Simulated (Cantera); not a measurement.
Feed: 1 mol Al2O3, 26 mol Cl2, 1.9 mol H2, held at 1175 °C.

Method: chemical equilibrium by Gibbs-energy minimisation in Cantera with the NASA 1993 tables (ideal gas, pure condensed phases). Candidate condensed phases: Al, AlCl3, Al2O3, H2O; 29 gas species. Equilibrium is a limit: real reactors are often held back by kinetics, nucleation or transport.

### Question
At 750 Torr, list the 5 most abundant gas species with their mole fractions, and the condensed phases.

### Answer
Cl2 0.817, HCl 0.133, Cl 0.0367, AlCl3 0.00743, O2 0.00550. Condensed: Al2O3(s).
